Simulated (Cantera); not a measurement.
An adiabatic, constant-pressure homogeneous reactor starts with CO : H2 : O2 : N2 = 1 : 0.073 : 1.63 : 6.11 (molar parts), equivalence ratio 0.33, at 1200 K and 10.9 atm. Integrator tolerance rtol = 1e-08.

Computed with Cantera and GRI-Mech 3.0 (53 species, 325 reactions). The hydrogen kinetics of GRI-Mech 3.0 are dated; newer H2 mechanisms differ, most at raised pressure.

| quantity | before | after |
|---|---|---|
| time of steepest temperature rise | 0.203 ms | 0.143 ms |
| temperature at 0.300 s | 2122 K | 2122 K |
| equilibrium temperature | 2120 K | 2112 K |
| x(CO) at 0.300 s | 0.000352 (gas-phase equilibrium 0.000346) | 0.00101 (gas-phase equilibrium 0.000947) |
| x(H2) at 0.300 s | 4.98e-6 (gas-phase equilibrium 4.91e-6) | 1.41e-5 (gas-phase equilibrium 1.33e-5) |
| x(O2) at 0.300 s | 0.129 (gas-phase equilibrium 0.128) | 0.130 (gas-phase equilibrium 0.128) |
| x(CO2) at 0.300 s | 0.120 (gas-phase equilibrium 0.120) | 0.120 (gas-phase equilibrium 0.120) |
| x(OH) at 0.300 s | 0.000512 (gas-phase equilibrium 0.000506) | 0.000865 (gas-phase equilibrium 0.000827) |
| x(O) at 0.300 s | 0.000176 (gas-phase equilibrium 0.000173) | 0.000515 (gas-phase equilibrium 0.000478) |

**Question.** Which change was made?
(A) initial temperature 1200 to 1325 K
(B) constant volume in place of constant pressure
(C) pressure from 10.9 atm to 1.28 atm
(D) pressure from 10.9 atm to 0.651 atm

**Answer.** C, pressure from 10.9 atm to 1.28 atm
